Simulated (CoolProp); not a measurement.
Propylene along the isotherm 202.4 K: Z from the reference equation and from simpler models built on Tc = 364.2 K, pc = 4.555 MPa, ω = 0.146; each cubic takes its own stable root.

Computed with CoolProp (reference Helmholtz-energy equation of state, Lemmon 2013).

```csv
p (MPa),phase,reference
0.526,liquid,0.02060
1.05,liquid,0.04110
1.58,liquid,0.06180
2.1,liquid,0.08208
2.63,liquid,0.1027
3.15,liquid,0.1229
3.68,liquid,0.1435
4.2,liquid,0.1637
4.73,liquid,0.1842
5.26,liquid,0.2047
5.78,liquid,0.2248
6.31,liquid,0.2453
6.83,liquid,0.2653
```

Task: How far does each simpler model (van der Waals, Peng-Robinson) lie from the reference over these 13 states: mean and median of the absolute difference, and the worst?

Result: 
- van der Waals: mean 57.5 %, median 57.4 %, worst +58.8 % at 202.4 K and 0.526 MPa
- Peng-Robinson: mean 5.6 %, median 5.6 %, worst -5.7 % at 202.4 K and 6.83 MPa
